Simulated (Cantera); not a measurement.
Feed: 1 mol HMDSO, 0.49 mol N2O, 9.8 mol H2, at 10000 Pa.

Equilibrium computed with Cantera from the NASA thermochemical tables; the gas is ideal and each condensed phase is pure. Candidate condensed phases: C, C6H6, C7H8, C8H18, H2O, Si, SiC, SiO2, Si2N2O, Si3N4; 151 gas species. The feed counts by its element totals alone. Mutual solubility and eutectic melting of coexisting phases are not modelled. The tables hold silica as quartz up to 1696 K and as liquid above; real silica turns to tridymite and cristobalite and melts near 1996 K. Rates play no part.

x: gas mole fraction; n: condensed amount in mol.

| T (K) | x H2 | x CH4 | x CO | x N2 | n SiC(s) | n SiO2(α-quartz) | n Si2N2O(s) | n C(graphite) | n SiO2(β-quartz) |
|---|---|---|---|---|---|---|---|---|---|
| 500 | 0.589 | 0.411 | <1e-12 | <1e-12 | 0.520 | 0.500 | 0.490 | 0 | 0 |
| 575 | 0.589 | 0.411 | <1e-12 | <1e-12 | 0.520 | 0.500 | 0.490 | 0 | 0 |
| 650 | 0.589 | 0.411 | <1e-12 | <1e-12 | 0.520 | 0.500 | 0.490 | 0 | 0 |
| 725 | 0.728 | 0.272 | 1.09e-12 | <1e-12 | 0.520 | 0.500 | 0.490 | ___ | 0 |
| 800 | 0.893 | 0.107 | 1.29e-10 | <1e-12 | 0.520 | 0.500 | 0.490 | ___ | 0 |
| 875 | 0.960 | 0.0402 | 6.64e-9 | <1e-12 | 0.520 | 0 | 0.490 | ___ | 0.500 |
| 950 | 0.984 | 0.0162 | 1.82e-7 | 3.25e-11 | 0.520 | 0 | 0.490 | 5.18 | 0.500 |
| 1025 | 0.993 | 0.00724 | 3.05e-6 | 1.09e-9 | 0.520 | 0 | 0.490 | 5.34 | 0.500 |
| 1100 | 0.996 | 0.00356 | 3.45e-5 | 2.24e-8 | 0.520 | 0 | 0.490 | 5.41 | 0.500 |
| 1175 | 0.998 | 0.00191 | 0.000286 | 3.12e-7 | 0.523 | 0 | 0.490 | 5.44 | 0.497 |
| 1250 | 0.997 | 0.00109 | 0.00183 | 3.15e-6 | 0.537 | 0 | 0.490 | 5.41 | 0.483 |
| 1325 | 0.990 | 0.000658 | 0.00942 | 2.43e-5 | 0.610 | 0 | 0.490 | 5.20 | 0.411 |
| 1400 | 0.959 | 0.000397 | 0.0406 | 0.000150 | 0.922 | 0 | 0.487 | ___ | 0.103 |

**Question.** What belongs in the gaps?

**Answer.** 
- 725, n C(graphite): 1.46
- 800, n C(graphite): 3.66
- 875, n C(graphite): 4.75
- 1400, n C(graphite): 4.27
